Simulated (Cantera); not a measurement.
Predominance diagram of Ta at 1325 K against the partial pressures of O2 and CO (log10, bar). Standard-state values (1 bar) from the NASA 1993 polynomials, evaluated with Cantera. Candidates: Ta(s), TaC(s), Ta2O5(s). Only these pure phases compete in this equilibrium. TaC: taken at fixed stoichiometry. Not in the tables: Ta2C.

**Question.** Which phase is stable at these pairs, and which metal-bearing vapour leads over it? (-17.5, -12.4); (-27.6, -17); (-5.8, -6.2); (-11.6, -13.9); (-5.8, -4.6); (-30.5, -17); (-13.1, -1.5)

**Answer.** 
```json
[
 {"log p(O2)": "-17.5", "log p(CO)": "-12.4", "phase": "Ta2O5(s)", "chief vapour": "TaO2", "log p (bar)": "-15.2"},
 {"log p(O2)": "-27.6", "log p(CO)": "-17", "phase": "Ta(s)", "chief vapour": "TaO", "log p (bar)": "-16.6"},
 {"log p(O2)": "-5.8", "log p(CO)": "-6.2", "phase": "Ta2O5(s)", "chief vapour": "TaO2", "log p (bar)": "-18.2"},
 {"log p(O2)": "-11.6", "log p(CO)": "-13.9", "phase": "Ta2O5(s)", "chief vapour": "TaO2", "log p (bar)": "-16.7"},
 {"log p(O2)": "-5.8", "log p(CO)": "-4.6", "phase": "Ta2O5(s)", "chief vapour": "TaO2", "log p (bar)": "-18.2"},
 {"log p(O2)": "-30.5", "log p(CO)": "-17", "phase": "Ta(s)", "chief vapour": "TaO", "log p (bar)": "-18.1"},
 {"log p(O2)": "-13.1", "log p(CO)": "-1.5", "phase": "Ta2O5(s)", "chief vapour": "TaO2", "log p (bar)": "-16.3"}
]
```
